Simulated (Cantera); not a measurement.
What does this Cantera script print?

```python
import numpy as np
import cantera as ct

gas = ct.Solution("h2o2.yaml")
gas.TPX = 923, 93000, {'H2': 0.64, 'O2': 1, 'N2': 20}
reactor = ct.IdealGasConstPressureReactor(gas, energy="off", clone=False)
net = ct.ReactorNet([reactor])
net.rtol, net.atol = 1e-08, 1e-18
show = ['H2', 'O2', 'OH', 'H2O2', 'H2O', 'HO2']
times = np.geomspace(6e-06, 30, 14)

steps = ct.SolutionArray(gas, extra=["t"])
rows = []
print(f"{'t/s':>10s}{'T/K':>9s}{'P/Pa':>11s}" + "".join(f"{s:>11s}" for s in show))
for t in times:
    while net.time < t:
        t_next = net.step()
        steps.append(gas.state, t=t_next)
    rows.append([np.interp(t, steps.t, y) for y in (steps.T, steps.P, *steps(*show).X.T)])
    print(f"{t:10.3e}{rows[-1][0]:9.1f}{rows[-1][1]:11.4g}" + "".join(f"{x:11.3e}" for x in rows[-1][2:]))
rate = np.gradient(steps.T, steps.t)
print("integrator steps:", len(steps.t))
if steps.T.max() > steps.T[0] + 200:
    print(f"time of steepest temperature rise: {steps.t[rate.argmax()]:.4e} s")
gas.TPX = 923, 93000, {'H2': 0.64, 'O2': 1, 'N2': 20}
gas.equilibrate("TP")
print(f"equilibrium (TP): T = {gas.T:.1f} K  " + "  ".join(f"{s} {gas[s].X[0]:.3e}" for s in show))
```

Result:

```
       t/s      T/K       P/Pa         H2         O2         OH       H2O2        H2O        HO2
 6.000e-06    923.0    9.3e+04  2.957e-02  4.621e-02  1.302e-14  1.388e-17  1.075e-14  6.232e-13
 1.965e-05    923.0    9.3e+04  2.957e-02  4.621e-02  6.240e-14  1.679e-16  1.939e-13  2.393e-12
 6.438e-05    923.0    9.3e+04  2.957e-02  4.621e-02  2.147e-13  2.296e-15  2.455e-12  1.057e-11
 2.109e-04    923.0    9.3e+04  2.957e-02  4.621e-02  5.306e-13  3.642e-14  2.305e-11  5.376e-11
 6.908e-04    923.0    9.3e+04  2.957e-02  4.621e-02  7.953e-13  5.986e-13  1.451e-10  2.621e-10
 2.263e-03    923.0    9.3e+04  2.957e-02  4.621e-02  8.717e-13  8.250e-12  6.190e-10  1.031e-09
 7.413e-03    923.0    9.3e+04  2.957e-02  4.621e-02  1.089e-12  9.870e-11  2.418e-09  3.796e-09
 2.428e-02    923.0    9.3e+04  2.957e-02  4.621e-02  2.375e-12  1.222e-09  1.237e-08  1.686e-08
 7.954e-02    923.0    9.3e+04  2.957e-02  4.621e-02  2.821e-11  3.340e-08  2.204e-07  2.204e-07
 2.606e-01    923.0    9.3e+04  2.641e-02  4.461e-02  1.866e-07  1.162e-04  3.084e-03  2.248e-05
 8.535e-01    923.0    9.3e+04  9.636e-03  3.651e-02  1.161e-07  8.779e-05  2.014e-02  1.433e-05
 2.796e+00    923.0    9.3e+04  8.269e-04  3.229e-02  7.382e-08  1.007e-05  2.917e-02  4.160e-06
 9.158e+00    923.0    9.3e+04  5.415e-05  3.192e-02  1.697e-08  1.711e-07  2.996e-02  5.223e-07
 3.000e+01    923.0    9.3e+04  7.504e-06  3.190e-02  4.184e-09  5.534e-09  3.001e-02  9.283e-08
integrator steps: 1608
equilibrium (TP): T = 923.0 K  H2 1.278e-12  O2 3.189e-02  OH 7.871e-09  H2O2 5.011e-12  H2O 3.002e-02  HO2 3.211e-11
```

Detailed kinetics in Cantera: the H2/O2 subset of GRI-Mech 3.0, which has no nitrogen chemistry. Below about 950 K walls govern HO2 and H2O2 in real vessels.
